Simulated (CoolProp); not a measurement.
Saturation properties of R1132(E).

Values from CoolProp's reference Helmholtz-energy equation of state, Akasaka 2024.

```json
[
 {"T (K)": "252", "p (MPa)": "0.3979", "liquid density (kg/m³)": "1064", "vapour density (kg/m³)": "13.32", "liquid cp (kJ/(kg K))": "1.679"},
 {"T (K)": "258.4", "p (MPa)": "0.5014", "liquid density (kg/m³)": "1046", "vapour density (kg/m³)": "16.65", "liquid cp (kJ/(kg K))": "1.694"},
 {"T (K)": "264.9", "p (MPa)": "0.6261", "liquid density (kg/m³)": "1027", "vapour density (kg/m³)": "20.67", "liquid cp (kJ/(kg K))": "1.714"},
 {"T (K)": "271.3", "p (MPa)": "0.7703", "liquid density (kg/m³)": "1008", "vapour density (kg/m³)": "25.35", "liquid cp (kJ/(kg K))": "1.738"},
 {"T (K)": "277.7", "p (MPa)": "0.9380", "liquid density (kg/m³)": "988.0", "vapour density (kg/m³)": "30.88", "liquid cp (kJ/(kg K))": "1.768"},
 {"T (K)": "284.2", "p (MPa)": "1.134", "liquid density (kg/m³)": "966.7", "vapour density (kg/m³)": "37.48", "liquid cp (kJ/(kg K))": "1.806"},
 {"T (K)": "290.6", "p (MPa)": "1.356", "liquid density (kg/m³)": "944.5", "vapour density (kg/m³)": "45.14", "liquid cp (kJ/(kg K))": "1.851"},
 {"T (K)": "297", "p (MPa)": "1.609", "liquid density (kg/m³)": "920.9", "vapour density (kg/m³)": "54.16", "liquid cp (kJ/(kg K))": "1.908"},
 {"T (K)": "303.5", "p (MPa)": "1.899", "liquid density (kg/m³)": "895.2", "vapour density (kg/m³)": "65.00", "liquid cp (kJ/(kg K))": "1.981"},
 {"T (K)": "309.9", "p (MPa)": "2.221", "liquid density (kg/m³)": "867.7", "vapour density (kg/m³)": "77.74", "liquid cp (kJ/(kg K))": "2.075"},
 {"T (K)": "316.3", "p (MPa)": "2.582", "liquid density (kg/m³)": "837.6", "vapour density (kg/m³)": "93.09", "liquid cp (kJ/(kg K))": "2.200"}
]
```
